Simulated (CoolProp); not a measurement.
Computed with CoolProp (reference Helmholtz-energy equation of state, Lemmon 2006). It is a short technical equation, of lower accuracy than the large ones.

### Question
Give the vapour pressure (MPa), liquid density (kg/m³), liquid cp (kJ/(kg K)), surface tension (mN/m) of saturated R141b at 348.2, 420.1, 434.5 K.

### Answer
```tsv
T (K)	p (MPa)	liquid density (kg/m³)	liquid cp (kJ/(kg K))	surface tension (mN/m)
348.2	0.371	1130	1.24	12.2
420.1	1.71	940	1.49	4.57
434.5	2.18	889	1.60	3.23
```

Surface tension comes from a separate correlation (Mulero 2012).
